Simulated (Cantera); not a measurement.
Input: 1 mol CH₃SiCl₃, 2.5 mol H₂, 0.5 mol C₃H₈, at 41.0 mbar.

These are equilibrium values from Cantera (NASA tables, ideal gas, pure condensed phases), not measurements of a reactor. Candidate condensed phases: C, C₆H₆, C₇H₈, C₈H₁₈, Si, SiC; 109 gas species. The feed counts by its element totals alone. The tables' values for SiCl, SiCl₃ are old estimates; treat these amounts as uncertain. Gases not in the tables: Si₂H₆ and higher silanes. Equilibrium is a limit: real reactors are often held back by kinetics, nucleation or transport.

x: gas mole fraction; n: condensed amount in mol.

| T (K) | x H₂ | x HCl | x H | x Si | x Cl | x SiCl₂ | x SiC₂ | n C(graphite) | n SiC(s) |
|---|---|---|---|---|---|---|---|---|---|
| 1400 | 0.615 | 0.376 | 1.88e-5 | 9.63e-11 | 9.50e-6 | 0.00326 | <1e-12 | 1.56 | 0.937 |
| 1600 | 0.611 | 0.378 | 0.000210 | 2.50e-8 | 0.000103 | 0.00847 | 9.72e-11 | 1.58 | 0.925 |
| 1800 | 0.617 | 0.364 | ___ | ___ | ___ | ___ | ___ | 1.63 | 0.873 |
| 2000 | 0.621 | 0.344 | 0.00633 | 5.82e-5 | 0.00261 | 0.0250 | 2.41e-6 | 1.69 | 0.806 |
| 2200 | 0.616 | 0.316 | 0.0218 | 0.000965 | 0.00815 | 0.0336 | 9.27e-5 | 1.75 | 0.724 |
| 2400 | 0.584 | ___ | ___ | ___ | ___ | ___ | ___ | 1.86 | ___ |
| 2600 | 0.484 | 0.227 | 0.132 | 0.0458 | 0.0433 | 0.0279 | 0.0156 | 2.02 | 0 |

Problem. Complete the blanks.

Solution. 
- 2400, x HCl: 0.275
- 2400, x H: 0.0600
- 2400, x Si: 0.00996
- 2400, x Cl: 0.0202
- 2400, x SiCl₂: 0.0389
- 2400, x SiC₂: 0.00191
- 2400, n SiC(s): 0.539
- 1800, x H: 0.00139
- 1800, x Si: 1.87e-6
- 1800, x Cl: 0.000628
- 1800, x SiCl₂: 0.0160
- 1800, x SiC₂: 2.72e-8
